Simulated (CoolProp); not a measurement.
Vapour-liquid equilibrium of carbonyl sulfide (1) + propane (2) at 0.188 MPa; x and y are mole fractions of (1).

Values from CoolProp's multi-fluid Helmholtz-energy mixture model, Lemmon 2006 and Lemmon 2009; pair parameters Bell 2016.

| x | bubble temperature, mixture model (K) | bubble temperature, Raoult's law (K) | y, mixture model | y, Raoult's law |
|---|---|---|---|---|
| 0.05 | 245.3 | 245.5 | 0.075 | 0.069 |
| 0.125 | 244.3 | 244.8 | 0.176 | 0.167 |
| 0.2 | 243.5 | 244.0 | 0.265 | 0.260 |
| 0.275 | 242.7 | 243.3 | 0.348 | 0.348 |
| 0.35 | 242.1 | 242.6 | 0.426 | 0.432 |
| 0.425 | 241.4 | 241.9 | 0.500 | 0.511 |
| 0.5 | 240.9 | 241.3 | 0.572 | 0.586 |
| 0.575 | 240.3 | 240.6 | 0.642 | 0.657 |
| 0.65 | 239.8 | 240.0 | 0.711 | 0.724 |
| 0.725 | 239.3 | 239.4 | 0.777 | 0.789 |
| 0.8 | 238.7 | 238.8 | 0.842 | 0.850 |
| 0.875 | 238.2 | 238.2 | 0.904 | 0.908 |
| 0.95 | 237.6 | 237.7 | 0.963 | 0.964 |

The largest gap from Raoult's law is -0.6 K in bubble temperature, at x = 0.275. No azeotrope shows between x = 0.05 and 0.95.

Pair parameters are fitted to limited data, so mixtures are less certain than the pure fluids.
